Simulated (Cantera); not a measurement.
# HMDSO + O₂ (silicon oxide and oxynitride deposition)

Feed: 1 mol HMDSO, 12 mol O₂, at 0.520 bar.

Cantera equilibrium calculation (NASA polynomials, part measured and part estimated; ideal gas, pure solids and liquids). Candidate condensed phases: C, C₆H₆, C₇H₈, C₈H₁₈, H₂O, Si, SiC, SiO₂; 123 gas species. The feed counts by its element totals alone. The tables hold silica as quartz up to 1696 K and as liquid above; real silica turns to tridymite and cristobalite and melts near 1996 K. Gases not in the tables: Si(OH)₄. The numbers say what is thermodynamically allowed, not how fast it happens.

From 523 K to 823 K the condensed part is SiO₂(α-quartz). From 923 K to 1223 K the condensed part is SiO₂(β-quartz).

```csv
T (K),x H₂O,x CO₂,x H₂,x CO,n SiO₂(α-quartz),n SiO₂(β-quartz)
523,0.600,0.400,<1e-12,<1e-12,2.00,0
623,0.600,0.400,1.41e-12,<1e-12,2.00,0
723,0.600,0.400,1.09e-10,9.49e-12,2.00,0
823,0.600,0.400,2.86e-9,5.28e-10,2.00,0
923,0.600,0.400,3.83e-8,1.25e-8,0,2.00
1023,0.600,0.400,3.01e-7,1.54e-7,0,2.00
1123,0.600,0.400,1.63e-6,1.19e-6,0,2.00
1223,0.600,0.400,6.69e-6,6.51e-6,0,2.00
```
x: gas mole fraction; n: condensed amount in mol.
